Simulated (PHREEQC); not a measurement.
Dissolve 45 mmol/kgw H2SO4, 120 mmol/kgw ZnSO4 and 5.1 mmol/kgw MnSO4 at 25 °C. Closed to the air; pH follows from the charge balance.

Model: ion-association model, phreeqc.dat, run in PHREEQC.

The ionic strength comes out as 0.302 mol/kgw. What activity coefficients do Mn+2, Zn+2, SO4-2, HSO4-, H+ get?

Mn+2 0.29, Zn+2 0.26, SO4-2 0.25, HSO4- 0.73, H+ 0.78.

No solid was allowed to form. Species that the database lacks are ignored.
